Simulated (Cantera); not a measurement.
Feed: 1 mol CH3SiCl3, 0.024 mol C2H4, 7.8 mol H2, at 0.390 bar.

Cantera equilibrium calculation (NASA polynomials, part measured and part estimated; ideal gas, pure solids and liquids). Candidate condensed phases: C, C6H6, C7H8, C8H18, Si, SiC; 109 gas species. The feed counts by its element totals alone. The numbers say what is thermodynamically allowed, not how fast it happens.

Over these rows the condensed part is C(graphite) + SiC(s). Partial pressures as log10 of bar:

```
T (K)  1000/T (1/K)  log p SiCl2  log p H2  log p HCl
-----  ------------  -----------  --------  ---------
1200         0.8333        -4.16     -0.51      -1.14
1350         0.7407            ?     -0.54      -1.02
1500         0.6667        -3.07     -0.54      -0.99
1650         0.6061        -2.78     -0.55      -0.99
1800         0.5556        -2.57     -0.54      -0.99
1950         0.5128        -2.40     -0.54      -1.00
```

Question: Fit log p(SiCl2) = a + b·(1000/T) to the five rows, give the apparent enthalpy, and predict the row at 1350 K.

Answer: Means: 1000/T = 0.6349, log p = -2.996. Sxy = -0.346065, Sxx = 0.0624001, so b = -5.55 and a = -2.996 − (-5.55)×0.6349 = 0.53.
Apparent enthalpy: −19.145 × (-5.55) = 106 kJ/mol. With the condensed phases at unit activity, SiC(s) + 2 HCl(g) = SiCl2(g) + C(graphite) + H2(g) links this pressure to the main gases: over the six rows their terms move log p by +0.31 in all, so the slope isn't that reaction's ΔH° alone. The five rows lie within 0.10 of the line; that is curvature, so one enthalpy describes this range poorly.
Prediction at 1350 K: 0.53 + (-5.55)×0.7407 = -3.58. The computed value is -3.48, 0.10 from the line.
